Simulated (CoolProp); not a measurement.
The numbers come from the reference Helmholtz-energy equation of state, Akasaka 2024 in CoolProp.

Q: Give the vapour pressure (MPa), liquid density (kg/m³), vapour density (kg/m³), enthalpy of vaporisation (kJ/kg) of saturated R1132(E) at 308.9 K.

A: 
| T (K) | p (MPa) | liquid density (kg/m³) | vapour density (kg/m³) | enthalpy of vaporisation (kJ/kg) |
|---|---|---|---|---|
| 308.9 | 2.17 | 872 | 75.6 | 195 |
